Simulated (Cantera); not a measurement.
Feed: 1 mol CF4, 0.04 mol H2, at 1.30 Pa.

Method: chemical equilibrium by Gibbs-energy minimisation in Cantera with the NASA 1993 tables (ideal gas, pure condensed phases). Candidate condensed phases: C, C6H6, C7H8, C8H18; 110 gas species. Ions and electrons are included (thermal ionisation). Kinetics and transport are ignored.

log p: log10 of the partial pressure in bar; n: condensed amount in mol.

```csv
T (°C),log p F,log p C,log p CF2,log p C3,log p CF,log p HF,log p H,log p C2,n C(graphite)
1727,-4.94,-10.52,-5.94,-10.56,-7.27,-6.55,-10.57,-11.63,0.656
1977,-4.91,-8.44,-6.91,-8.19,-6.77,-6.58,-8.93,-9.24,0.903
2227,-4.93,-6.78,-7.81,-6.30,-6.42,-6.66,-7.60,-7.34,0.298
2477,-4.96,(withheld),(withheld),(withheld),(withheld),(withheld),(withheld),(withheld),0
2727,-4.99,-5.63,(withheld),(withheld),(withheld),(withheld),-6.71,(withheld),0
2977,-4.99,-5.60,-11.95,-9.21,-7.97,-8.67,-6.69,-7.92,0
3227,-4.99,-5.59,-13.19,-10.73,-8.61,-9.35,-6.69,-8.62,0
3477,-4.99,-5.59,-14.26,-12.06,-9.17,-9.95,-6.69,-9.22,0
3727,-4.99,-5.59,-15.21,-13.23,-9.66,-10.47,-6.69,-9.76,0
3977,-4.99,-5.59,-16.04,-14.27,-10.09,-10.93,-6.69,-10.23,0
4227,-4.99,-5.60,-16.79,-15.19,-10.47,-11.34,-6.69,-10.65,0
4477,-4.99,-5.60,<-16,-16.03,-10.82,-11.71,-6.69,-11.04,0
4727,-4.99,-5.61,<-16,-16.80,-11.15,-12.05,-6.69,-11.40,0
```

Task: Some entries are withheld; supply them.

Result: 
- 2477, log p C: -5.96
- 2477, log p CF2: -9.10
- 2477, log p C3: -6.39
- 2477, log p CF: -6.68
- 2477, log p HF: -7.07
- 2477, log p H: -6.86
- 2477, log p C2: -6.86
- 2727, log p CF2: -10.53
- 2727, log p C3: -7.52
- 2727, log p CF: -7.26
- 2727, log p HF: -7.89
- 2727, log p C2: -7.18
